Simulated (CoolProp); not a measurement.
Aqueous ethylene glycol as a coolant, at 10 °C, 1 atm.

Computed with CoolProp (Melinder's fits for secondary coolants).

```
mass %  freezing point (°C)  density (kg/m³)  cp (kJ/(kg K))  conductivity (W/(m K))  viscosity (mPa s)
------  -------------------  ---------------  --------------  ----------------------  -----------------
2.3                    -0.7             1002           4.158                   0.571               1.38
7.4                    -2.4             1009           4.080                   0.550               1.58
12.5                   -4.4             1016           4.002                   0.528               1.82
17.6                   -6.7             1023           3.920                   0.506               2.10
22.7                   -9.5             1031           3.830                   0.485               2.43
27.8                  -12.9             1039           3.733                   0.464               2.80
32.9                  -17.0             1046           3.629                   0.444               3.23
38                    -21.7             1054           3.521                   0.425               3.73
43.1                  -27.3             1061           3.410                   0.407               4.31
48.3                  -33.7             1068           3.296                   0.389               5.00
53.4                  -40.8             1074           3.183                   0.372               5.80
58.5                  -48.7             1081           3.068                   0.356               6.72
```
